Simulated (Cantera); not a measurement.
What does this Cantera script print?

```python
import numpy as np
import cantera as ct

gas = ct.Solution("gri30.yaml")
gas.TPX = 1248, 1000000, {'CO': 0.0087, 'O2': 0.014, 'H2O': 0.00083, 'N2': 1}
reactor = ct.IdealGasConstPressureReactor(gas, energy="off", clone=False)
net = ct.ReactorNet([reactor])
net.rtol, net.atol = 1e-08, 1e-18
show = ['CO', 'O2', 'H2O', 'H2', 'CO2', 'NO']
times = np.geomspace(2e-05, 40, 14)

steps = ct.SolutionArray(gas, extra=["t"])
rows = []
print(f"{'t/s':>10s}{'T/K':>9s}{'P/Pa':>11s}" + "".join(f"{s:>11s}" for s in show))
for t in times:
    while net.time < t:
        t_next = net.step()
        steps.append(gas.state, t=t_next)
    rows.append([np.interp(t, steps.t, y) for y in (steps.T, steps.P, *steps(*show).X.T)])
    print(f"{t:10.3e}{rows[-1][0]:9.1f}{rows[-1][1]:11.4g}" + "".join(f"{x:11.3e}" for x in rows[-1][2:]))
rate = np.gradient(steps.T, steps.t)
print("integrator steps:", len(steps.t))
if steps.T.max() > steps.T[0] + 200:
    print(f"time of steepest temperature rise: {steps.t[rate.argmax()]:.4e} s")
gas.TPX = 1248, 1000000, {'CO': 0.0087, 'O2': 0.014, 'H2O': 0.00083, 'N2': 1}
gas.equilibrate("TP")
print(f"equilibrium (TP): T = {gas.T:.1f} K  " + "  ".join(f"{s} {gas[s].X[0]:.3e}" for s in show))
```

Result:

```
       t/s      T/K       P/Pa         CO         O2        H2O         H2        CO2         NO
 2.000e-05   1248.0      1e+06  8.500e-03  1.368e-02  8.109e-04  1.661e-13  2.558e-09  2.673e-17
 6.106e-05   1248.0      1e+06  8.500e-03  1.368e-02  8.109e-04  2.683e-12  9.293e-09  2.449e-16
 1.864e-04   1248.0      1e+06  8.500e-03  1.368e-02  8.109e-04  3.694e-11  4.632e-08  2.128e-15
 5.690e-04   1248.0      1e+06  8.500e-03  1.368e-02  8.109e-04  6.659e-10  4.572e-07  2.378e-14
 1.737e-03   1248.0      1e+06  8.476e-03  1.366e-02  8.099e-04  9.240e-08  2.392e-05  6.380e-12
 5.303e-03   1248.0      1e+06  7.822e-03  1.334e-02  8.042e-04  4.403e-06  6.812e-04  1.821e-09
 1.619e-02   1248.0      1e+06  5.878e-03  1.238e-02  8.044e-04  5.246e-06  2.633e-03  2.386e-08
 4.942e-02   1248.0      1e+06  2.639e-03  1.077e-02  8.089e-04  2.674e-06  5.886e-03  1.368e-07
 1.509e-01   1248.0      1e+06  3.737e-04  9.650e-03  8.131e-04  3.722e-07  8.161e-03  3.292e-07
 4.606e-01   1248.0      1e+06  3.923e-06  9.469e-03  8.141e-04  3.908e-09  8.532e-03  5.480e-07
 1.406e+00   1248.0      1e+06  5.927e-09  9.468e-03  8.143e-04  1.308e-10  8.536e-03  6.249e-07
 4.292e+00   1248.0      1e+06  1.444e-09  9.468e-03  8.143e-04  8.843e-11  8.536e-03  6.275e-07
 1.310e+01   1248.0      1e+06  1.443e-09  9.468e-03  8.143e-04  8.843e-11  8.536e-03  6.277e-07
 4.000e+01   1248.0      1e+06  1.443e-09  9.468e-03  8.143e-04  8.843e-11  8.536e-03  6.282e-07
integrator steps: 1331
equilibrium (TP): T = 1248.0 K  CO 1.446e-09  O2 9.435e-03  H2O 8.143e-04  H2 8.859e-11  CO2 8.536e-03  NO 6.616e-05
```

Computed with Cantera and GRI-Mech 3.0 (53 species, 325 reactions).
